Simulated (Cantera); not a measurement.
Charge: 1 mol AlN, 0.29 mol H2O, 0.027 mol Cl2, held at 775 °C and 0.220 bar.

Equilibrium computed with Cantera from the NASA thermochemical tables; the gas is ideal and each condensed phase is pure. Candidate condensed phases: Al, AlCl3, AlN, Al2O3, H2O, NH4Cl; 45 gas species. Mutual solubility and eutectic melting of coexisting phases are not modelled. Rates play no part.

Base state: H2 0.663, N2 0.243, HCl 0.0754, AlCl3 0.0184, NH3 2.51e-5 (mole fractions); condensed: AlN(s) + Al2O3(s).

**Question.** What changes in the equilibrium state with this change: 0.097 mol NH3 added?

**Answer.** 
```csv
species,before,after
H2,0.663,0.686
N2,0.243,0.244
HCl,0.0754,0.0611
AlCl3,0.0184,0.00926
NH3,2.51e-5,2.65e-5
"AlN(s), mol",0.799,0.801
"Al2O3(s), mol",0.0967,0.0967
```
